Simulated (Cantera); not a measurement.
An isothermal, constant-pressure homogeneous reactor starts with 0.179 % CO, 0.378 % O2, 0.00994 % H2O, 99.4 % N2, at 1450 K and 105 Torr.

Detailed kinetics in Cantera: GRI-Mech 3.0 (53 species, 325 reactions).

**Question.** Predict: x(CO) at 200 s; x(O2) at 200 s; x(H2O) at 200 s; x(N2O) at 200 s; x(CO2) at 200 s; x(H2) at 200 s; x(NO) at 200 s.

**Answer.** 
```json
{
  "x(CO) at 200 s": "2.05e-7 (gas-phase equilibrium 2.04e-7)",
  "x(O2) at 200 s": "0.00288 (gas-phase equilibrium 0.00282)",
  "x(H2O) at 200 s": "9.91e-5 (gas-phase equilibrium 9.91e-5)",
  "x(N2O) at 200 s": "3.33e-9 (gas-phase equilibrium 3.26e-9)",
  "x(CO2) at 200 s": "0.00179 (gas-phase equilibrium 0.00179)",
  "x(H2) at 200 s": "4.76e-9 (gas-phase equilibrium 4.75e-9)",
  "x(NO) at 200 s": "3.88e-6 (gas-phase equilibrium 0.000124)"
}
```
